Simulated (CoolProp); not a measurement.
Vapour-liquid equilibrium of hydrogen sulfide (1) + propane (2) at 1.55 bar; x and y are mole fractions of (1).

The numbers come from the multi-fluid Helmholtz-energy mixture model, Lemmon 2006 and Lemmon 2009; pair parameters Kunz 2012 in CoolProp.

```
x     bubble temperature (K)  y at the bubble point  dew temperature at overall composition x (K)  liquid density (mol/L)
----  ----------------------  ---------------------  --------------------------------------------  ----------------------
0.05                   234.4                  0.269                                         240.0                   13.35
0.2                    224.6                  0.578                                         236.3                   14.64
0.35                   221.3                  0.672                                         232.1                   16.13
0.5                    220.1                  0.714                                         227.3                   17.98
0.65                   219.5                  0.742                                         222.0                   20.30
0.8                    219.4                  0.784                                         219.5                   23.10
0.95                   220.4                  0.904                                         221.0                   26.31
```

y crosses x between x = 0.65 and 0.8: the model has an azeotrope there.

Pair parameters are fitted to limited data, so mixtures are less certain than the pure fluids. With so large a gap from Raoult's law the liquid may split in two, which this calculation doesn't test in full.
